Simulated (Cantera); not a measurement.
A closed system holds: 1 mol MgO, 1.8 mol F2, 17 mol H2, equilibrated at 1723 K and 8200 Pa.

These are equilibrium values from Cantera (NASA tables, ideal gas, pure condensed phases), not measurements of a reactor. Candidate condensed phases: H2O, Mg, MgF2, MgO, Mg(OH)2; 31 gas species. Rates play no part.

**Question.** What is the equilibrium state?

**Answer.** 
```
Item                                    Value
----------------------------------  ---------
x(H2)                                   0.808
x(HF)                                   0.170
x(H2O)                                 0.0110
x(MgF2)                                0.0106
x(H)                                 0.000572
x(MgF)                               0.000224
x(Mg)                                0.000134
x(Mg2F4)                              3.45e-6
n(MgO(s))                           0.793 mol
gas amount                          18.81 mol
log10 activity of MgF2(l) (absent)      -0.24
log10 activity of Mg(l) (absent)        -5.96
```
